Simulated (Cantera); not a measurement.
Thermodynamics of fluorocarbon and chlorocarbon gases, feed C₂F₆ + HCl

Feed: 1 mol C₂F₆, a varied amount of HCl, held at 1323 K and 64.0 mbar.

These are equilibrium values from Cantera (NASA tables, ideal gas, pure condensed phases), not measurements of a reactor. Candidate condensed phases: C, C₆H₆, C₇H₈, C₈H₁₈; 118 gas species. The feed counts by its element totals alone. Gases not in the tables: C₂F₆ and larger saturated fluorocarbons. Equilibrium is a limit: real reactors are often held back by kinetics, nucleation or transport.

| n(HCl) (mol) | log p CF₄ | log p HF | log p HCl | log p Cl₂ | log p Cl | log p CClF₃ | log p CCl₂F₂ | n C(graphite) |
|---|---|---|---|---|---|---|---|---|
| 0.06 | -1.22 | -2.65 | -3.68 | -3.17 | -3.40 | -3.33 | -5.46 | 0.511 |
| 0.081 | -1.23 | -2.54 | -3.49 | -3.02 | -3.33 | -3.26 | -5.32 | 0.515 |
| 0.11 | -1.24 | -2.42 | -3.30 | -2.88 | -3.26 | -3.20 | -5.18 | 0.520 |
| 0.15 | -1.26 | -2.31 | -3.12 | -2.75 | -3.19 | -3.14 | -5.06 | 0.528 |
| 0.2 | -1.28 | -2.21 | -2.96 | -2.63 | -3.13 | -3.10 | -4.95 | 0.537 |
| 0.27 | -1.30 | -2.11 | -2.79 | -2.52 | -3.08 | -3.06 | -4.85 | 0.550 |
| 0.36 | -1.33 | -2.02 | -2.64 | -2.41 | -3.03 | -3.03 | -4.76 | 0.565 |
| 0.49 | -1.38 | -1.93 | -2.50 | -2.31 | -2.98 | -3.01 | -4.68 | 0.588 |
| 0.66 | -1.43 | -1.85 | -2.36 | -2.23 | -2.93 | -3.01 | -4.62 | 0.617 |
| 0.89 | -1.49 | -1.78 | -2.24 | -2.15 | -2.89 | -3.02 | -4.57 | 0.655 |
| 1.2 | -1.56 | -1.73 | -2.13 | -2.09 | -2.86 | -3.04 | -4.55 | 0.704 |
| 1.6 | -1.65 | -1.68 | -2.04 | -2.03 | -2.84 | -3.08 | -4.54 | 0.766 |
| 2.2 | -1.77 | -1.64 | -1.94 | -1.99 | -2.81 | -3.14 | -4.55 | 0.855 |
log p: log10 of the partial pressure in bar; n: condensed amount in mol.

From 0.06 mol HCl to 2.2 mol HCl the condensed part is C(graphite). The main C-bearing gas is CF₄ throughout. The share of C in condensed phases is highest at 2.2 mol HCl (42.8 %) and lowest at 0.06 mol HCl (25.5 %).
